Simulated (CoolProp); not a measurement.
The fluid at 495 K and 0.215 MPa flows at 0.5 m/s in a round tube of 4.6 mm bore and 15 µm roughness, fully developed (64/Re and Nu = 3.66 if laminar; Colebrook and Gnielinski if turbulent). The same conditions are run with several fluids, on thermodynamics alone (safety and materials aside).

Model: reference Helmholtz-energy equation of state of each fluid (R410A: Lemmon 2003; ethanol: Schroeder 2014; ammonia: Gao 2020; ethylbenzene: Zhou 2012; R404A: Lemmon 2003), in CoolProp. Blends and air are pseudo-pure fits.

```json
[
 {"fluid": "R410A", "Reynolds number": "415", "Darcy friction factor": "0.154", "pressure drop (Pa/m)": "15.9", "heat-transfer coefficient (W/(m² K))": "22.2", "mass flow (kg/h)": "0.114"},
 {"fluid": "ethanol", "Reynolds number": "383", "Darcy friction factor": "0.167", "pressure drop (Pa/m)": "11.1", "heat-transfer coefficient (W/(m² K))": "30.0", "mass flow (kg/h)": "0.0729"},
 {"fluid": "ammonia", "Reynolds number": "116", "Darcy friction factor": "0.551", "pressure drop (Pa/m)": "13.4", "heat-transfer coefficient (W/(m² K))": "41.7", "mass flow (kg/h)": "0.0267"},
 {"fluid": "ethylbenzene", "Reynolds number": "1160", "Darcy friction factor": "0.0552", "pressure drop (Pa/m)": "8.72", "heat-transfer coefficient (W/(m² K))": "22.8", "mass flow (kg/h)": "0.174"},
 {"fluid": "R404A", "Reynolds number": "592", "Darcy friction factor": "0.108", "pressure drop (Pa/m)": "15.1", "heat-transfer coefficient (W/(m² K))": "22.3", "mass flow (kg/h)": "0.153"}
]
```

Transport values come from each fluid's own correlations; those of ethylbenzene are estimates that may be off by 10 % or more.
